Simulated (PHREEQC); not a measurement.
A solution holds 0.015 mol/kgw Pb(NO3)2, at 57 °C. It is in equilibrium with CO2 at log p = -1 (atm). Otherwise closed; pH follows from the charge balance.

Computed with PHREEQC (ion-association model, phreeqc.dat).

No solid was allowed to form.

Task: Estimate the pH.

Result: pH 4.13.

Task: In which forms is C present?

Result: CO2 95 %, PbHCO3+ 3.7 %, HCO3- 0.8 % of the C.

Species that the database lacks are ignored. At this temperature some constants are extrapolated from 25 °C, and those without enthalpy data are left unchanged.
